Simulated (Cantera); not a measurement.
Feed: 1 mol Si, 4.5 mol N2O, 120 mol H2, equilibrated at 1 atm.

Cantera equilibrium calculation (NASA polynomials, part measured and part estimated; ideal gas, pure solids and liquids). Candidate condensed phases: H2O, Si, SiO2, Si2N2O, Si3N4; 35 gas species. The tables hold silica as quartz up to 1696 K and as liquid above; real silica turns to tridymite and cristobalite and melts near 1996 K. Gases not in the tables: Si(OH)4. Rates play no part.

x: gas mole fraction; n: condensed amount in mol.

| T (°C) | x H2 | x N2 | x H2O | x H | x SiO | x NH3 | x OH | n SiO2(β-quartz) | n SiO2(condensed) |
|---|---|---|---|---|---|---|---|---|---|
| 1250 | 0.944 | 0.0361 | 0.0201 | 2.23e-5 | 1.53e-7 | 1.02e-5 | 1.46e-8 | 1.000 | 0 |
| 1275 | 0.944 | 0.0361 | 0.0201 | 2.97e-5 | 3.05e-7 | 9.51e-6 | 2.11e-8 | 1.000 | 0 |
| 1300 | 0.944 | 0.0361 | 0.0201 | ? | ? | 8.87e-6 | ? | 1.000 | 0 |
| 1325 | 0.944 | 0.0361 | 0.0201 | ? | ? | 8.29e-6 | ? | 1.000 | 0 |
| 1350 | 0.944 | 0.0361 | 0.0201 | 6.67e-5 | 2.11e-6 | 7.76e-6 | 5.94e-8 | 1.000 | 0 |
| 1375 | 0.944 | 0.0361 | 0.0201 | 8.59e-5 | 3.87e-6 | 7.29e-6 | 8.22e-8 | 1.000 | 0 |
| 1400 | 0.944 | 0.0361 | 0.0201 | 0.000110 | 6.95e-6 | 6.85e-6 | 1.13e-7 | 0.999 | 0 |
| 1425 | 0.944 | 0.0361 | 0.0201 | 0.000140 | 1.23e-5 | 6.46e-6 | 1.53e-7 | 0 | 0.998 |
| 1450 | 0.944 | 0.0361 | 0.0201 | 0.000176 | 2.11e-5 | 6.09e-6 | 2.05e-7 | 0 | 0.997 |
| 1475 | 0.943 | 0.0361 | 0.0201 | 0.000220 | 3.57e-5 | 5.76e-6 | 2.74e-7 | 0 | 0.996 |
| 1500 | 0.943 | 0.0361 | 0.0201 | 0.000274 | 5.94e-5 | 5.45e-6 | 3.63e-7 | 0 | 0.993 |

Q: Some entries are withheld; supply them.

A: 
- 1325, x H: 5.14e-5
- 1325, x SiO: 1.13e-6
- 1325, x OH: 4.26e-8
- 1300, x H: 3.92e-5
- 1300, x SiO: 5.94e-7
- 1300, x OH: 3.01e-8
